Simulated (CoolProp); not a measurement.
Vapour-liquid equilibrium of carbon dioxide (1) + ethane (2) at 1.25 MPa; x and y are mole fractions of (1).

The numbers come from the multi-fluid Helmholtz-energy mixture model, Span 1996 and Bücker 2006; pair parameters Kunz 2012 in CoolProp.

Q: Give the bubble temperature and the first vapour's composition at x = 0.35, 0.425, 0.875. Is there an azeotrope?

A: x = 0.35: 235.1 K, y = 0.492; x = 0.425: 234.1 K, y = 0.539; x = 0.875: 234.8 K, y = 0.786. y crosses x between x = 0.575 and 0.65: the model has an azeotrope there.

Pair parameters are fitted to limited data, so mixtures are less certain than the pure fluids.
